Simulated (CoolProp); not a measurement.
Cyclopropane along the isobar 25300 kPa: density (kg/m³) from the reference equation and from simpler models built on Tc = 398.7 K, pc = 5605 kPa, ω = 0.131; each cubic takes its own stable root.

Model: reference Helmholtz-energy equation of state, Polt 1992, in CoolProp. This equation is an older, rougher fit; its heat capacities, sound speeds and derivatives of the liquid may be far off and weren't checked against measurements.

| T (K) | phase | reference |
|---|---|---|
| 386.9 | liquid | 547.9 |
| 393.1 | liquid | 539.2 |
| 399.2 | supercritical | 530.5 |
| 405.4 | supercritical | 521.6 |
| 411.5 | supercritical | 512.7 |
| 417.7 | supercritical | 503.6 |
| 423.8 | supercritical | 494.5 |
| 430 | supercritical | 485.2 |
| 436.1 | supercritical | 475.9 |
| 442.3 | supercritical | 466.4 |
| 448.4 | supercritical | 457.0 |
| 454.6 | supercritical | 447.4 |
| 460.7 | supercritical | 437.9 |
| 466.9 | supercritical | 428.2 |
| 473 | supercritical | 418.8 |

Problem. How far does each simpler model (Redlich-Kwong, Soave-Redlich-Kwong, Peng-Robinson) lie from the reference over these 15 states: mean and median of the absolute difference, and the worst?

Solution. 
- Redlich-Kwong: mean 6.7 %, median 6.9 %, worst -7.2 % at 386.9 K and 25300 kPa
- Soave-Redlich-Kwong: mean 7.8 %, median 7.9 %, worst -8.6 % at 473 K and 25300 kPa
- Peng-Robinson: mean 1.9 %, median 1.9 %, worst +3.8 % at 386.9 K and 25300 kPa
